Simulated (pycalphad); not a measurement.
An equivalent pycalphad script:

```python
from pycalphad import Database, equilibrium, calculate, variables as v
import numpy as np
db = Database('COST507.tdb')
comps = ['TI', 'AL', 'C', 'VA']
phases = ['AL11TI5', 'AL2TI', 'AL3M_D022', 'AL4C3', 'ALM_D019', 'ALTI', 'BCC_A2', 'FCC_A1', 'GRAPHITE', 'HCP_A3', 'LIQUID']
eq = equilibrium(db, comps, phases, {v.X('AL'): 0.209, v.X('C'): 0.086, v.T: np.arange(3050, 499, -50), v.P: 101325, v.N: 1}, output=['HM', 'SM'])
```

All values are pycalphad results on the COST 507 light-alloy database (1999) (1 atm), not direct measurements. No gas phase is included, though pure Al would boil below 3050 K. The data set is of 1999 and partly superseded. The system is extrapolated from its subsystems; higher-order compounds may be missing. Phase fractions are per mole of atoms. Diffusion is slow at the low end, where real alloys seldom reach equilibrium.

Results at three of the temperatures:

```
T = 1050.00 K, P = 101325 Pa, N = 1 mol of atoms
G = -81034 J/mol, H = -20036 J/mol, S = 58.09 J/(mol K)  (SER reference)
chemical potentials (J/mol): Ti -55613, Al -108768, C -222032
phase             fraction      x(Ti)      x(Al)       x(C)
ALM_D019            0.7680     0.7279     0.2721       none
FCC_A1              0.2320     0.6292   4.34e-12     0.3708
```

```
T = 750.00 K, P = 101325 Pa, N = 1 mol of atoms
G = -65152 J/mol, H = -29596 J/mol, S = 47.41 J/(mol K)  (SER reference)
chemical potentials (J/mol): Ti -38578, Al -93147, C -214964
phase             fraction      x(Ti)      x(Al)       x(C)
ALM_D019            0.7745     0.7302     0.2698       none
FCC_A1              0.2255     0.6186   6.19e-15     0.3814
```

```
T = 700.00 K, P = 101325 Pa, N = 1 mol of atoms
G = -62832 J/mol, H = -31074 J/mol, S = 45.37 J/(mol K)  (SER reference)
chemical potentials (J/mol): Ti -36151, Al -90674, C -213889
phase             fraction      x(Ti)      x(Al)       x(C)
ALM_D019            0.7755     0.7305     0.2695       none
FCC_A1              0.2245     0.6169   6.17e-15     0.3831
```

Changes of the phase set, refined by bisection:

```
T (K)           phases above          phases below
------  --------------------  --------------------
2615.5                liquid          fcc + liquid
1975.4          fcc + liquid    bcc + fcc + liquid
1970.8    bcc + fcc + liquid             bcc + fcc
1501.3             bcc + fcc       bcc + fcc + hcp
1479.0       bcc + fcc + hcp             fcc + hcp
1443.1             fcc + hcp  ALM_D019 + fcc + hcp
1426.4  ALM_D019 + fcc + hcp        ALM_D019 + fcc
```

Database names, with the compositions (at.%) that they take in these runs: ALM_D019: Ti 73 Al 27. FCC_A1 is fcc. An entry "none" or "no" means that the model of the phase leaves that element out. The fcc model also describes the rock-salt carbide or nitride (TiC, TiN, HfC).
